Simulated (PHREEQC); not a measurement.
Na3PO4 is added in steps, without added water, to 1 kg of water holding 0.015 mol ZnCl2, at 20 °C. Oxygen is held at 0.21 atm. CO2 from the air is kept out. The run lets Zn(OH)2-e, Zn5(OH)8Cl2, Zn3(PO4)2:4w, Halite precipitate or redissolve, and no other solid.

Base run: PHREEQC, ion-association model, wateq4f.dat. Each further column changes one thing. The table gives pH.

| Na3PO4 added (mol) | base | Davies equation for every ion | Debye-Hückel limiting law | metal-ligand complexes left out | all activity coefficients set to 1 |
|---|---|---|---|---|---|
| 0 | 5.49 | 5.50 | 5.56 | 5.62 | 5.31 |
| 0.00375 | 6.20 | 6.22 | 6.30 | 6.29 | 5.95 |
| 0.005625 | 6.33 | 6.34 | 6.42 | 6.41 | 6.07 |
| 0.009375 | 7.04 | 7.06 | 7.13 | 7.11 | [?] |
| 0.01125 | 8.92 | 8.92 | 8.88 | 8.93 | [?] |
| 0.015 | 9.20 | 9.20 | 9.14 | 9.21 | 9.36 |
| 0.01875 | 9.30 | 9.30 | 9.23 | 9.31 | [?] |
| 0.02063 | 9.34 | 9.33 | 9.25 | 9.35 | 9.52 |
| 0.02438 | 9.39 | 9.39 | 9.29 | 9.40 | [?] |
| 0.02625 | 9.41 | 9.41 | 9.30 | 9.42 | [?] |
| 0.03 | 9.44 | 9.44 | 9.32 | 9.45 | 9.70 |

### Question
What belongs in the gaps?

### Answer

- 0.009375, all activity coefficients set to 1: 6.78
- 0.01125, all activity coefficients set to 1: 9.06
- 0.01875, all activity coefficients set to 1: 9.48
- 0.02438, all activity coefficients set to 1: 9.58
- 0.02625, all activity coefficients set to 1: 9.60

H3PO4, which wateq4f.dat lacks, is added to it with the constant of phreeqc.dat. The database has no phosphate complexes of Zn.
